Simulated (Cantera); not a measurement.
An isothermal, constant-pressure homogeneous reactor starts with C₂H₄ : H₂ = 1 : 5.6 (molar parts), at 1225 K and 158 Torr.

Computed with Cantera and GRI-Mech 3.0 (53 species, 325 reactions). GRI-Mech 3.0 was tuned for natural gas; its chemistry of ethylene as a main component is partial and can be far from experiment. GRI-Mech 3.0 stops at C3 and has no aromatics, soot or wall deposition, so with more carbon than oxygen in the feed, carbon stays in small species such as C2H2 where larger ones or solid carbon would form.

Question: Predict: x(C₂H₄) at 3.00 s; x(H₂) at 3.00 s; x(CH₄) at 3.00 s; x(H) at 3.00 s; x(CH₃) at 3.00 s; x(C₂H₆) at 3.00 s.

Answer: 
```json
{
 "x(C₂H₄) at 3.00 s": "0.0638 (gas-phase equilibrium 0.00850)",
 "x(H₂) at 3.00 s": "0.813 (gas-phase equilibrium 0.667)",
 "x(CH₄) at 3.00 s": "0.0737 (gas-phase equilibrium 0.317)",
 "x(H) at 3.00 s": "4.74e-6 (gas-phase equilibrium 5.59e-7)",
 "x(CH₃) at 3.00 s": "8.42e-6 (gas-phase equilibrium 5.10e-6)",
 "x(C₂H₆) at 3.00 s": "0.00114 (gas-phase equilibrium 0.000135)"
}
```
